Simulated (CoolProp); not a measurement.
The numbers come from the reference Helmholtz-energy equation of state, Lemmon 2006 in CoolProp. It is a short technical equation, of lower accuracy than the large ones.

Q: For acetone, give the phase and the speed of sound (m/s) at 365.7 K and 1.01 bar; 392.1 K and 1.01 bar; 471.1 K and 1.01 bar.

A: 
- 365.7 K and 1.01 bar: gas; speed of sound 235
- 392.1 K and 1.01 bar: gas; speed of sound 244
- 471.1 K and 1.01 bar: gas; speed of sound 268
